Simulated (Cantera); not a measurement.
A closed system holds: 1 mol KCl, 1.2 mol HF, 30 mol H2, 7.6 mol H2O, at 0.000410 bar.

Cantera equilibrium calculation (NASA polynomials, part measured and part estimated; ideal gas, pure solids and liquids). Candidate condensed phases: H2O, K, KCl, KF, KHF2, KOH, KO2, K2O, K2O2; 39 gas species. Kinetics and transport are ignored.

log p: log10 of the partial pressure in bar; nothing condenses.

| T (K) | log p H2 | log p H2O | log p H | log p HF | log p KCl | log p K | log p HCl |
|---|---|---|---|---|---|---|---|
| 1125 | -3.51 | -4.11 | -9.11 | -4.92 | -5.00 | -7.86 | -6.52 |
| 1225 | -3.51 | -4.11 | -8.26 | -4.92 | -5.01 | -7.22 | -6.37 |
| 1325 | -3.51 | -4.11 | -7.54 | -4.92 | -5.01 | -6.71 | -6.21 |
| 1425 | -3.51 | -4.11 | -6.92 | -4.92 | -5.03 | -6.32 | -6.04 |
| 1525 | -3.51 | -4.11 | -6.38 | -4.92 | -5.05 | -6.01 | -5.86 |
| 1625 | -3.51 | -4.11 | (withheld) | -4.92 | -5.08 | (withheld) | (withheld) |
| 1725 | -3.52 | -4.11 | (withheld) | -4.92 | (withheld) | (withheld) | (withheld) |
| 1825 | -3.52 | -4.11 | -5.12 | -4.92 | -5.21 | -5.44 | -5.41 |
| 1925 | -3.54 | -4.12 | -4.79 | -4.93 | -5.30 | -5.32 | -5.32 |
| 2025 | -3.56 | -4.13 | -4.50 | -4.93 | -5.42 | -5.23 | -5.26 |
| 2125 | -3.60 | -4.16 | -4.24 | -4.95 | -5.58 | -5.18 | -5.23 |

Problem. Complete the blanks.

Solution. 
- 1725, log p H: -5.49
- 1725, log p KCl: -5.14
- 1725, log p K: -5.59
- 1725, log p HCl: -5.54
- 1625, log p H: -5.91
- 1625, log p K: -5.77
- 1625, log p HCl: -5.69
